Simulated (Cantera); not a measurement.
A Cantera script and what it prints.

```python
import numpy as np
import cantera as ct

gas_names = """
    B BH BH2 BH3 BO BO2 B2 B2O B2O2 B2O3 B3O3H3 H HBO HBO2 HO2 H2 H2O H2O2 H3B3O6 O OH O2 O3
""".split()
cond_names = """
    B(b) B(L) B2O3(L) B3O3H3(cr) H2O(s) H2O(L)
""".split()


# ... load() reads the species with a 1 bar reference pressure and builds the phases ...
atoms = {
    'B2O3': {'B': 2, 'O': 3},
    'H2O': {'H': 2, 'O': 1},
    'H2': {'H': 2},
}
top_T = {}  # K; cautious upper limits of use, not melting points


# ... equilibrate(T, P, feed) seeds the gas with the atoms and calls Mixture.equilibrate('TP', solver="vcs", rtol=1e-11, max_steps=5000) ...
results = []
P = 25  # Pa
for T in [798, 848, 898, 948, 998, 1048, 1098, 1148, 1198, 1248, 1298, 1348, 1398]:
    for m in [1.6, 2.3, 3.3, 4.6, 6.6, 9.4, 13]:
        feed = {'B2O3': 1, 'H2O': m, 'H2': 3.8}  # mol
        mix = equilibrate(T, P, feed)
        results.append((T, P, feed, dict(zip(mix.species_names, mix.species_moles))))

for T, P, feed, n in results:
    print(f"{T:7g} {feed['H2O']:10.4g}  " + (" + ".join(c for c in cond_names if n.get(c, 0) > 1e-12) or "gas only"))
```

Result:

```
    798        1.6  B2O3(L)
    798        2.3  B2O3(L)
    798        3.3  B2O3(L)
    798        4.6  B2O3(L)
    798        6.6  B2O3(L)
    798        9.4  B2O3(L)
    798         13  B2O3(L)
    848        1.6  B2O3(L)
    848        2.3  B2O3(L)
    848        3.3  B2O3(L)
    848        4.6  B2O3(L)
    848        6.6  B2O3(L)
    848        9.4  B2O3(L)
    848         13  B2O3(L)
    898        1.6  B2O3(L)
    898        2.3  B2O3(L)
    898        3.3  B2O3(L)
    898        4.6  B2O3(L)
    898        6.6  B2O3(L)
    898        9.4  B2O3(L)
    898         13  B2O3(L)
    948        1.6  B2O3(L)
    948        2.3  B2O3(L)
    948        3.3  B2O3(L)
    948        4.6  B2O3(L)
    948        6.6  B2O3(L)
    948        9.4  B2O3(L)
    948         13  B2O3(L)
    998        1.6  B2O3(L)
    998        2.3  B2O3(L)
    998        3.3  B2O3(L)
    998        4.6  B2O3(L)
    998        6.6  B2O3(L)
    998        9.4  B2O3(L)
    998         13  B2O3(L)
   1048        1.6  B2O3(L)
   1048        2.3  B2O3(L)
   1048        3.3  B2O3(L)
   1048        4.6  B2O3(L)
   1048        6.6  B2O3(L)
   1048        9.4  B2O3(L)
   1048         13  B2O3(L)
   1098        1.6  B2O3(L)
   1098        2.3  B2O3(L)
   1098        3.3  B2O3(L)
   1098        4.6  B2O3(L)
   1098        6.6  B2O3(L)
   1098        9.4  B2O3(L)
   1098         13  B2O3(L)
   1148        1.6  B2O3(L)
   1148        2.3  B2O3(L)
   1148        3.3  B2O3(L)
   1148        4.6  B2O3(L)
   1148        6.6  B2O3(L)
   1148        9.4  B2O3(L)
   1148         13  B2O3(L)
   1198        1.6  B2O3(L)
   1198        2.3  B2O3(L)
   1198        3.3  B2O3(L)
   1198        4.6  B2O3(L)
   1198        6.6  B2O3(L)
   1198        9.4  B2O3(L)
   1198         13  B2O3(L)
   1248        1.6  B2O3(L)
   1248        2.3  B2O3(L)
   1248        3.3  B2O3(L)
   1248        4.6  B2O3(L)
   1248        6.6  B2O3(L)
   1248        9.4  B2O3(L)
   1248         13  B2O3(L)
   1298        1.6  B2O3(L)
   1298        2.3  B2O3(L)
   1298        3.3  B2O3(L)
   1298        4.6  B2O3(L)
   1298        6.6  B2O3(L)
   1298        9.4  gas only
   1298         13  gas only
   1348        1.6  B2O3(L)
   1348        2.3  B2O3(L)
   1348        3.3  B2O3(L)
   1348        4.6  gas only
   1348        6.6  gas only
   1348        9.4  gas only
   1348         13  gas only
   1398        1.6  B2O3(L)
   1398        2.3  B2O3(L)
   1398        3.3  gas only
   1398        4.6  gas only
   1398        6.6  gas only
   1398        9.4  gas only
   1398         13  gas only
```

Cantera equilibrium calculation (NASA polynomials, part measured and part estimated; ideal gas, pure solids and liquids).
